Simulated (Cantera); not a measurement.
# Equilibrium for boron, boron nitride and boron oxide: B + NH₃ + N₂

Input: 1 mol B, 0.69 mol NH₃, 34 mol N₂, at 1348.15 K and 0.100 bar.

Method: chemical equilibrium by Gibbs-energy minimisation in Cantera with the NASA 1993 tables (ideal gas, pure condensed phases). Candidate condensed phases: B, BN; 15 gas species. Equilibrium is a limit: real reactors are often held back by kinetics, nucleation or transport.

```
Quantity                            Result
-------------------------------  ---------
x(N₂)                                0.970
x(H₂)                               0.0297
x(H)                               1.26e-6
n(BN(s))                          1.00 mol
gas amount                       34.88 mol
log10 activity of B(s) (absent)      -4.61
```
